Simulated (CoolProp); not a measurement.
Properties of n-perfluorobutane along the isobar 1.01 bar.

Computed with CoolProp (reference Helmholtz-energy equation of state, Gao 2022).

```
T (K)   phase         Z  cp (kJ/(kg K))  expansivity (1/kK)  fugacity coefficient
-----  ------  --------  --------------  ------------------  --------------------
252.7  liquid  0.006890           1.081               2.081                0.4377
258.2  liquid  0.006821           1.088               2.122                0.5619
263.7  liquid  0.006758           1.095               2.170                0.7112
269.2  liquid  0.006701           1.102               2.225                0.8885
274.7     gas    0.9545          0.8435               4.235                0.9566
280.2     gas    0.9574          0.8500               4.110                0.9593
285.7     gas    0.9602          0.8564               3.995                0.9618
291.2     gas    0.9627          0.8626               3.887                0.9641
296.7     gas    0.9650          0.8687               3.786                0.9662
302.2     gas    0.9671          0.8745               3.692                0.9682
307.7     gas    0.9691          0.8803               3.602                0.9700
```
